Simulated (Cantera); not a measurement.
What does this Cantera script print?

```python
import numpy as np
import cantera as ct

gas_names = """
    B BH BH2 BH3 BN B2 H H2 N NH NH2 NH3 N2 N2H2 N2H4
""".split()
cond_names = """
    B(b) B(L) BN(s)
""".split()


# ... load() reads the species with a 1 bar reference pressure and builds the phases ...
atoms = {
    'borazine': {'B': 3, 'N': 3, 'H': 6},
    'H2': {'H': 2},
}
top_T = {'BN(s)': 3200}  # K; cautious upper limits of use, not melting points


# ... equilibrate(T, P, feed) seeds the gas with the atoms and calls Mixture.equilibrate('TP', solver="vcs", rtol=1e-11, max_steps=5000) ...
results = []
feed = {'borazine': 1, 'H2': 17}  # mol
P = 13332.2  # Pa
for T in [1725, 1775, 1825, 1875, 1925, 1975, 2025, 2075, 2125, 2175, 2225]:
    mix = equilibrate(T, P, feed)
    results.append((T, P, feed, dict(zip(mix.species_names, mix.species_moles))))

top = {s: max(r[3][s] / sum(r[3][g] for g in gas_names) for r in results) for s in gas_names}
cols = sorted((s for s in top if top[s] > 0.001), key=lambda s: -top[s])[:9]
seen = [c for c in cond_names if any(r[3].get(c, 0) > 1e-12 for r in results)]
print("log10 of partial pressures in bar; condensed amounts in mol")
print(f"{'T/K':>10s}" + "".join(f"{s[:9]:>10s}" for s in cols + seen))
for T, P, feed, n in results:
    ng = sum(n[g] for g in gas_names)
    print(f"{T:10.4g}" + "".join(f"{np.log10(max(n[s] / ng * P / 1e5, 1e-99)):10.3f}" for s in cols)
          + "".join(f"{n.get(c, 0):10.4g}" for c in seen))
```

It prints:

```
log10 of partial pressures in bar; condensed amounts in mol
       T/K        H2        N2         H       BH2      B(b)     BN(s)
      1725    -0.875    -5.515    -4.169    -5.246         0     2.999
      1775    -0.875    -5.268    -3.976    -4.993         0     2.998
      1825    -0.876    -5.034    -3.794    -4.755         0     2.997
      1875    -0.876    -4.794    -3.621    -4.539 0.0002951     2.995
      1925    -0.876    -4.434    -3.458    -4.401  0.004855     2.989
      1975    -0.877    -4.093    -3.302    -4.270   0.01592     2.976
      2025    -0.878    -3.769    -3.155    -4.146   0.04017     2.949
      2075    -0.880    -3.461    -3.014    -4.029   0.08997     2.896
      2125    -0.882    -3.167    -2.881    -3.919    0.1875     2.794
      2175    -0.886    -2.887    -2.754    -3.815    0.3717     2.604
      2225    -0.891    -2.619    -2.634    -3.718      0.71     2.259
```

Cantera equilibrium calculation (NASA polynomials, part measured and part estimated; ideal gas, pure solids and liquids). The feed counts by its element totals alone. Mutual solubility and eutectic melting of coexisting phases are not modelled. The tables' values for BH2 are old estimates; treat these amounts as uncertain. Gases not in the tables: B2H6 and higher boranes.
